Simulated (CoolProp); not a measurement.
Nitrous oxide at 283.28 K and 0.325 MPa is throttled through a valve to 0.203 MPa with no heat exchange. Each further row changes one setting.

Model: reference Helmholtz-energy equation of state, Lemmon 2006, in CoolProp. It is a short technical equation, of lower accuracy than the large ones.

```
case                        temperature change (K)  final density (kg/m³)
--------------------------  ----------------------  ---------------------
as stated                                     -1.5                    [?]
outlet pressure 0.0609 MPa                     [?]                   1.16
outlet pressure 0.264 MPa                     -0.8                    [?]
```

Question: What belongs in the gaps?

Answer: 
- as stated, final density (kg/m³): 3.86
- outlet pressure 0.0609 MPa, temperature change (K): -3.3
- outlet pressure 0.264 MPa, final density (kg/m³): 5.03
